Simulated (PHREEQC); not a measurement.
A solution holds 37 mmol/kgw HF and 13 mmol/kgw NaF, at 23 °C. Closed to the air; pH follows from the charge balance.

Equilibrium calculation in PHREEQC: ion-association model, wateq4f.dat.

This is a speciation only: nothing precipitates in the calculation.

Estimate the pH, ionic strength.

pH 2.77; ionic strength 0.0148 mol/kgw.

In which forms is F present?

HF 58 %, F- 27 %, H2F2 9.4 %, HF2- 5.9 % of the F.

wateq4f.dat counts part of the HF as a dimer, H2F2, which phreeqc.dat doesn't know; its constant is uncertain.
